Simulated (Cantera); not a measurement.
Input (Python, Cantera):

```python
import numpy as np
import cantera as ct

gas = ct.Solution("gri30.yaml")
gas.TPX = 1250, 500000, {'CH2O': 0.021, 'O2': 0.052, 'N2': 1}
reactor = ct.IdealGasConstPressureReactor(gas, energy="off", clone=False)
net = ct.ReactorNet([reactor])
net.rtol, net.atol = 1e-08, 1e-18
show = ['CH2O', 'O2', 'C2H', 'OH', 'H2O', 'HCO', 'CH4']
times = np.geomspace(1e-06, 100, 14)

steps = ct.SolutionArray(gas, extra=["t"])
rows = []
print(f"{'t/s':>10s}{'T/K':>9s}{'P/Pa':>11s}" + "".join(f"{s:>11s}" for s in show))
for t in times:
    while net.time < t:
        t_next = net.step()
        steps.append(gas.state, t=t_next)
    rows.append([np.interp(t, steps.t, y) for y in (steps.T, steps.P, *steps(*show).X.T)])
    print(f"{t:10.3e}{rows[-1][0]:9.1f}{rows[-1][1]:11.4g}" + "".join(f"{x:11.3e}" for x in rows[-1][2:]))
rate = np.gradient(steps.T, steps.t)
print("integrator steps:", len(steps.t))
if steps.T.max() > steps.T[0] + 200:
    print(f"time of steepest temperature rise: {steps.t[rate.argmax()]:.4e} s")
gas.TPX = 1250, 500000, {'CH2O': 0.021, 'O2': 0.052, 'N2': 1}
gas.equilibrate("TP")
print(f"equilibrium (TP): T = {gas.T:.1f} K  " + "  ".join(f"{s} {gas[s].X[0]:.3e}" for s in show))
```

Output:

```
       t/s      T/K       P/Pa       CH2O         O2        C2H         OH        H2O        HCO        CH4
 1.000e-06   1250.0      5e+05  1.957e-02  4.846e-02  1.713e-34  7.332e-10  8.463e-09  1.975e-08  7.808e-17
 4.125e-06   1250.0      5e+05  1.957e-02  4.846e-02  3.501e-33  2.955e-09  9.810e-08  2.846e-08  5.263e-15
 1.701e-05   1250.0      5e+05  1.954e-02  4.843e-02  6.419e-31  3.762e-08  3.871e-06  8.738e-08  5.242e-13
 7.017e-05   1250.0      5e+05  1.863e-02  4.779e-02  7.169e-26  1.191e-06  3.818e-04  1.218e-06  1.673e-10
 2.894e-04   1250.0      5e+05  5.368e-04  3.950e-02  5.898e-21  2.265e-05  1.534e-02  5.641e-07  3.936e-09
 1.194e-03   1250.0      5e+05  1.976e-11  3.383e-02  7.174e-26  2.914e-05  1.936e-02  5.229e-10  7.459e-13
 4.924e-03   1250.0      5e+05  1.432e-12  3.039e-02  2.353e-31  1.703e-05  1.950e-02  3.588e-11  1.131e-18
 2.031e-02   1250.0      5e+05  3.899e-15  2.903e-02 -8.776e-34  7.294e-06  1.956e-02  1.832e-13  1.643e-19
 8.377e-02   1250.0      5e+05  5.478e-18  2.889e-02  1.269e-34  2.725e-06  1.957e-02  5.439e-17 -2.247e-19
 3.455e-01   1250.0      5e+05 -1.239e-20  2.889e-02  7.536e-36  1.267e-06  1.957e-02  6.736e-21 -1.110e-21
 1.425e+00   1250.0      5e+05  1.126e-23  2.889e-02  5.114e-37  1.047e-06  1.957e-02  6.909e-22  3.170e-28
 5.878e+00   1250.0      5e+05  1.196e-23  2.889e-02  4.818e-37  1.039e-06  1.957e-02  6.821e-22  3.121e-28
 2.424e+01   1250.0      5e+05  1.196e-23  2.889e-02  3.962e-37  1.039e-06  1.957e-02  6.821e-22  2.982e-28
 1.000e+02   1250.0      5e+05  1.196e-23  2.889e-02  1.779e-37  1.039e-06  1.957e-02  6.821e-22  2.475e-28
integrator steps: 2112
equilibrium (TP): T = 1250.0 K  CH2O 1.199e-23  O2 2.883e-02  C2H 2.443e-55  OH 1.038e-06  H2O 1.957e-02  HCO 6.832e-22  CH4 3.310e-36
```

Cantera simulation using GRI-Mech 3.0 (53 species, 325 reactions); the numbers are that mechanism's predictions, not measurements. The temperature is held fixed by assumption; the heat of reaction is taken as removed at once.
